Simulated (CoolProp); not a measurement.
Vapour-liquid equilibrium of cis-2-butene (1) + ethanol (2) at 9.22 bar; x and y are mole fractions of (1).

Values from CoolProp's multi-fluid Helmholtz-energy mixture model, Lemmon 2005 and Schroeder 2014; pair parameters Bell 2016.

```csv
x,bubble temperature (K),y at the bubble point,dew temperature at overall composition x (K),liquid density (mol/L)
0.05,407.6,0.298,418.7,___
0.2,375.9,0.748,412.2,13.78
0.35,___,___,404.9,12.97
0.5,360.0,0.870,396.2,12.02
0.65,358.4,0.883,385.3,11.14
0.8,356.3,___,369.9,10.40
0.95,353.6,0.968,354.2,___
```

Problem. What belongs in the gaps?

Solution. 
- 0.05, liquid density (mol/L): 14.15
- 0.35, bubble temperature (K): 363.4
- 0.35, y at the bubble point: 0.847
- 0.8, y at the bubble point: 0.909
- 0.95, liquid density (mol/L): 9.837

No azeotrope shows between x = 0.05 and 0.95.

The pair parameters rest on a limited set of measurements; away from them the model extrapolates. With so large a gap from Raoult's law the liquid may split in two, which this calculation doesn't test in full.
